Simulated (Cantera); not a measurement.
What does this Cantera script print?

```python
import numpy as np
import cantera as ct

gas_names = """
    H HO2 H2 H2O H2O2 O OH O2 O3 V VO VO2
""".split()
cond_names = """
    H2O(s) H2O(L) V(cr) V(L) VO(s) VO(L) V2O3(s) V2O3(L) V2O4(I) V2O4(II) V2O4(L) V2O5(s) V2O5(L)
""".split()


# ... load() reads the species with a 1 bar reference pressure and builds the phases ...
atoms = {
    'V2O3': {'V': 2, 'O': 3},
    'H2': {'H': 2},
}
top_T = {}  # K; cautious upper limits of use, not melting points


# ... equilibrate(T, P, feed) seeds the gas with the atoms and calls Mixture.equilibrate('TP', solver="vcs", rtol=1e-11, max_steps=5000) ...
results = []
feed = {'V2O3': 1, 'H2': 620}  # mol
T = 1575  # K
P = 100000  # Pa
mix = equilibrate(T, P, feed)
results.append((T, P, feed, dict(zip(mix.species_names, mix.species_moles))))
x = sorted(zip(gas.X, gas.species_names), reverse=True)
print(f"T = {T:g} K  P = {P:g} Pa  gas = {mix.phase_moles(0):.4g} mol")
print("   x: " + "  ".join(f"{s} {v:.3e}" for v, s in x if v > 0.0001))
print("   condensed (mol): " + ("  ".join(f"{mix.phase(i).name} {mix.phase_moles(i):.4g}"
      for i in range(1, mix.n_phases) if mix.phase_moles(i) > 1e-12) or "none"))
```

Output:

```
T = 1575 K  P = 100000 Pa  gas = 620 mol
   x: H2 9.983e-01  H2O 1.613e-03
   condensed (mol): VO(s) 2
```

Method: chemical equilibrium by Gibbs-energy minimisation in Cantera with the NASA 1993 tables (ideal gas, pure condensed phases). VO: taken at fixed stoichiometry.
